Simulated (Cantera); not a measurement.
Charge: 1 mol FeS, 2 mol SO₃, 5 mol CO₂, at 752 °C and 1100000 Pa.

These are equilibrium values from Cantera (NASA tables, ideal gas, pure condensed phases), not measurements of a reactor. Candidate condensed phases: C, Fe, Fe(CO)₅, FeO, FeS, FeSO₄, FeS₂, Fe₂O₃, Fe₂(SO₄)₃, Fe₃O₄, S; 25 gas species. Mutual solubility and eutectic melting of coexisting phases are not modelled. FeS: taken at fixed stoichiometry. Gases not in the tables: S₃ to S₇. Rates play no part.

Base state: CO₂ 0.656, SO₂ 0.334, S₂ 0.00710, S₂O 0.00148, CO 0.000510, COS 0.000469 (mole fractions); condensed: FeS(s) + Fe₃O₄(s).

### Question
What changes in the equilibrium state with this change: temperature from 752 °C to 575 °C?

### Answer
```csv
species,before,after
CO₂,0.656,0.666
SO₂,0.334,0.333
S₂,0.00710,0.000790
CO,0.000510,2.47e-5
COS,0.000469,6.97e-5
S₂O,0.00148,0.000314
"FeS(s), mol",0.321,0
"Fe₃O₄(s), mol",0.226,0.252
"FeS₂(s), mol",0,0.244
```
